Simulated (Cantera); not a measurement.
A closed system holds: 1 mol Fe₂O₃, 1.1 mol C, 0.11 mol H₂, held at 0.0100 bar.

Method: chemical equilibrium by Gibbs-energy minimisation in Cantera with the NASA 1993 tables (ideal gas, pure condensed phases). Candidate condensed phases: C, C₆H₆, C₇H₈, C₈H₁₈, Fe, Fe(CO)₅, FeO, Fe(OH)₂, Fe(OH)₃, Fe₂O₃, Fe₃O₄, H₂O; 114 gas species. Mutual solubility and eutectic melting of coexisting phases are not modelled. The tables' stoichiometric FeO is somewhat more stable than real wüstite, so its field is too wide. FeO: taken at fixed stoichiometry. Rates play no part. All values below are at 1402 °C.

Base state: CO 0.795, CO₂ 0.113, H₂ 0.0616, H₂O 0.0291, Fe 0.000415, H 0.000288 (mole fractions); condensed: Fe(δ) + FeO(l).

Task: What changes in the equilibrium state with this change: C from 1.1 to 4 mol?

Result: 
```json
[
 {"species": "CO", "before": "0.795", "after": "0.964"},
 {"species": "H₂", "before": "0.0616", "after": "0.0352"},
 {"species": "Fe", "before": "0.000415", "after": "0.000415"},
 {"species": "CO₂", "before": "0.113", "after": "1.56e-6"},
 {"species": "H₂O", "before": "0.0291", "after": "1.89e-7"},
 {"species": "H", "before": "0.000288", "after": "0.000218"},
 {"species": "Fe(δ), mol", "before": "0.272", "after": "2.00"},
 {"species": "FeO(l), mol", "before": "1.73", "after": "0"},
 {"species": "C(graphite), mol", "before": "0", "after": "1.000"}
]
```
Iron dissolves carbon and melts from about 1420 K in contact with it, which pure phases cannot show. Condensed phases not in the tables: cementite and carbon dissolved in iron.
